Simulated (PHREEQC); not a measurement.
30 mol of Mirabilite (Na2SO4:10H2O) is brought to equilibrium with 1 kg of water, at 25 °C and several pressures. CO2 from the air is kept out. Only these solids could form: Mirabilite, Thenardite.

The numbers come from PHREEQC with the Pitzer model, pitzer.dat.

```tsv
P (atm)	dissolved Na (mol/kgw)	dissolved S (mol/kgw)
1	3.90	1.95
50	3.91	1.95
100	3.91	1.95
200	3.90	1.95
300	3.87	1.94
400	3.84	1.92
500	3.80	1.90
600	3.75	1.88
800	3.65	1.83
1000	3.56	1.78
```
